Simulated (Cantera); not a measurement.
Charge: 1 mol TiC, 0.13 mol C, 7.7 mol H2, held at 220 Pa.

These are equilibrium values from Cantera (NASA tables, ideal gas, pure condensed phases), not measurements of a reactor. Candidate condensed phases: C, C6H6, C7H8, C8H18, Ti, TiC; 77 gas species. TiC: taken at fixed stoichiometry. Rates play no part.

### Question
Which condensed phases are stable at each of these points (T (K)): 1773, 1873, 1973, 2073, 2173, 2273, 2373, 2473, 2573, 2673, 2773, 2873, 2973, 3073?

### Answer
```
T (K)      condensed phases  Ti condensed (%)
-----  --------------------  ----------------
1773   C(graphite) + TiC(s)             100.0
1873   C(graphite) + TiC(s)             100.0
1973   C(graphite) + TiC(s)             100.0
2073   C(graphite) + TiC(s)             100.0
2173   C(graphite) + TiC(s)             100.0
2273   C(graphite) + TiC(s)             100.0
2373   C(graphite) + TiC(s)              99.9
2473   C(graphite) + TiC(s)              99.5
2573                 TiC(s)              97.9
2673                 TiC(s)              92.2
2773                 TiC(s)              74.1
2873                 TiC(s)              19.1
2973               gas only               0.0
3073               gas only               0.0
```

From 1773 K to 2473 K the condensed part is C(graphite) + TiC(s). From 2573 K to 2873 K the condensed part is TiC(s). From 2973 K to 3073 K nothing is condensed.
